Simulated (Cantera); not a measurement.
## Carbon deposition, reforming and gasification: C6H6 + NH3 + H2

Input: 1 mol C6H6, 0.05 mol NH3, 0.39 mol H2, equilibrated at 23.0 bar.

Method: chemical equilibrium by Gibbs-energy minimisation in Cantera with the NASA 1993 tables (ideal gas, pure condensed phases). Candidate condensed phases: C, C6H6, C7H8, C8H18; 92 gas species. Equilibrium is a limit: real reactors are often held back by kinetics, nucleation or transport.

```json
[
 {"T (K)": "1823", "x H2": "0.976", "x C2H2 (acetylene)": "0.000206", "x CH4": "0.0156", "x H": "8.93e-5", "x N2": "0.00695", "x HCN": "0.000565", "x HNC": "2.26e-5", "n C(graphite)": "5.94"},
 {"T (K)": "1923", "x H2": "0.980", "x C2H2 (acetylene)": "0.000442", "x CH4": "0.0116", "x H": "0.000194", "x N2": "0.00676", "x HCN": "0.000876", "x HNC": "4.30e-5", "n C(graphite)": "5.95"},
 {"T (K)": "2023", "x H2": "0.982", "x C2H2 (acetylene)": "0.000877", "x CH4": "0.00886", "x H": "0.000392", "x N2": "0.00652", "x HCN": "0.00129", "x HNC": "7.64e-5", "n C(graphite)": "5.96"},
 {"T (K)": "2123", "x H2": "0.982", "x C2H2 (acetylene)": "0.00163", "x CH4": "0.00693", "x H": "0.000741", "x N2": "0.00622", "x HCN": "0.00182", "x HNC": "0.000127", "n C(graphite)": "5.96"},
 {"T (K)": "2223", "x H2": "0.981", "x C2H2 (acetylene)": "0.00285", "x CH4": "0.00555", "x H": "0.00132", "x N2": "0.00585", "x HCN": "0.00246", "x HNC": "0.000201", "n C(graphite)": "5.95"},
 {"T (K)": "2323", "x H2": "0.979", "x C2H2 (acetylene)": "0.00474", "x CH4": "0.00452", "x H": "0.00225", "x N2": "0.00542", "x HCN": "0.00320", "x HNC": "0.000301", "n C(graphite)": "5.94"},
 {"T (K)": "2423", "x H2": "0.975", "x C2H2 (acetylene)": "0.00755", "x CH4": "0.00373", "x H": "0.00365", "x N2": "0.00494", "x HCN": "0.00403", "x HNC": "0.000430", "n C(graphite)": "5.92"},
 {"T (K)": "2523", "x H2": "0.969", "x C2H2 (acetylene)": "0.0115", "x CH4": "0.00312", "x H": "0.00570", "x N2": "0.00441", "x HCN": "0.00490", "x HNC": "0.000589", "n C(graphite)": "5.89"},
 {"T (K)": "2623", "x H2": "0.960", "x C2H2 (acetylene)": "0.0170", "x CH4": "0.00264", "x H": "0.00861", "x N2": "0.00386", "x HCN": "0.00578", "x HNC": "0.000775", "n C(graphite)": "5.84"},
 {"T (K)": "2723", "x H2": "0.949", "x C2H2 (acetylene)": "0.0243", "x CH4": "0.00224", "x H": "0.0126", "x N2": "0.00332", "x HCN": "0.00663", "x HNC": "0.000982", "n C(graphite)": "5.79"}
]
```
x: gas mole fraction; n: condensed amount in mol.

From 1823 K to 2723 K the condensed part is C(graphite). The main C-bearing gas is CH4 at 1823 K and C2H2 (acetylene) at 2723 K.
